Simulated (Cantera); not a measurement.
Input: 1 mol B, 0.094 mol O₂, equilibrated at 1975 K and 10.0 Torr.

Cantera equilibrium calculation (NASA polynomials, part measured and part estimated; ideal gas, pure solids and liquids). Candidate condensed phases: B, B₂O₃; 10 gas species. Kinetics and transport are ignored.

Base state: B₂O₂ 0.795, B₂O₃ 0.110, BO 0.0934, B₂O 0.00129, BO₂ 1.44e-5 (mole fractions); condensed: B(s).

What changes in the equilibrium state with this change: 0.018 mol HF added?


```csv
species,before,after
B₂O₂,0.795,0.571
BOF,0,0.148
HBO,0,0.0844
H₂,0,0.0353
BF,0,0.0103
B₂O₃,0.110,0.0671
BO,0.0934,0.0791
H,0,0.00223
HBO₂,0,0.00142
HF,0,0.000127
"B(s), mol",0.822,0.818
```
The tables' values for BF₂, BH₂ are old estimates; treat these amounts as uncertain. Further candidate phases: B₃O₃H₃, H₂O.
